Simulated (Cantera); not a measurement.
A Cantera script and what it prints.

```python
import numpy as np
import cantera as ct

gas_names = """
    H HO2 H2 H2O H2O2 H2S H2SO4 Mg MgH MgO MgOH MgO2H2 MgS Mg2 O OH O2 O3 S SH SO SO2 SO3 S2 S2O S8
""".split()
cond_names = """
    H2O(s) H2O(L) H2SO4(L) Mg(cr) Mg(L) MgO(s) MgO(L) MgO2H2(s) MgS(s) MgSO4(s) MgSO4(L) S(cr1) S(cr2)
    S(L)
""".split()


# ... load() reads the species with a 1 bar reference pressure and builds the phases ...
atoms = {
    'MgSO4': {'Mg': 1, 'S': 1, 'O': 4},
    'H2': {'H': 2},
}
top_T = {'MgS(s)': 2250}  # K; cautious upper limits of use, not melting points


# ... equilibrate(T, P, feed) seeds the gas with the atoms and calls Mixture.equilibrate('TP', solver="vcs", rtol=1e-11, max_steps=5000) ...
results = []
feed = {'MgSO4': 1, 'H2': 0.037}  # mol
P = 84  # Pa
for T in [825, 925, 1025, 1125, 1225, 1325, 1425, 1525, 1625, 1725, 1825]:
    mix = equilibrate(T, P, feed)
    results.append((T, P, feed, dict(zip(mix.species_names, mix.species_moles))))

top = {s: max(r[3][s] / sum(r[3][g] for g in gas_names) for r in results) for s in gas_names}
cols = sorted((s for s in top if top[s] > 1e-06), key=lambda s: -top[s])[:9]
seen = [c for c in cond_names if any(r[3].get(c, 0) > 1e-12 for r in results)]
print("log10 of partial pressures in bar; condensed amounts in mol")
print(f"{'T/K':>10s}" + "".join(f"{s[:9]:>10s}" for s in cols + seen))
for T, P, feed, n in results:
    ng = sum(n[g] for g in gas_names)
    print(f"{T:10.4g}" + "".join(f"{np.log10(max(n[s] / ng * P / 1e5, 1e-99)):10.3f}" for s in cols)
          + "".join(f"{n.get(c, 0):10.4g}" for c in seen))
```

Output:

```
log10 of partial pressures in bar; condensed amounts in mol
       T/K       SO2       H2O        O2       SO3         O        OH        SO         H        H2    MgO(s)  MgSO4(s)
       825    -3.377    -3.377   -12.714    -8.391   -18.956   -12.936   -12.090   -16.009    -9.818     0.037     0.963
       925    -3.377    -3.377    -7.532    -6.472   -14.639   -10.529   -12.609   -14.943   -10.718   0.03703     0.963
      1025    -3.269    -4.373    -3.606    -4.939   -11.284    -9.151   -12.798   -14.517   -12.313    0.4799    0.5201
      1125    -3.259    -4.688    -3.577    -5.356   -10.124    -8.565   -11.433   -13.111   -11.517         1         0
      1225    -3.258    -4.689    -3.576    -5.722    -9.164    -7.948   -10.286   -11.794   -10.575         1         0
      1325    -3.258    -4.689    -3.575    -6.032    -8.348    -7.424    -9.314   -10.673    -9.774         1         0
      1425    -3.257    -4.690    -3.575    -6.297    -7.645    -6.974    -8.478    -9.708    -9.084         1         0
      1525    -3.257    -4.692    -3.575    -6.527    -7.034    -6.584    -7.752    -8.868    -8.485         1         0
      1625    -3.257    -4.695    -3.575    -6.728    -6.498    -6.242    -7.116    -8.132    -7.960         1         0
      1725    -3.258    -4.703    -3.576    -6.905    -6.024    -5.943    -6.554    -7.481    -7.500         1         0
      1825    -3.259    -4.716    -3.578    -7.064    -5.602    -5.680    -6.053    -6.904    -7.096         1         0
```

Cantera equilibrium calculation (NASA polynomials, part measured and part estimated; ideal gas, pure solids and liquids). Mutual solubility and eutectic melting of coexisting phases are not modelled.
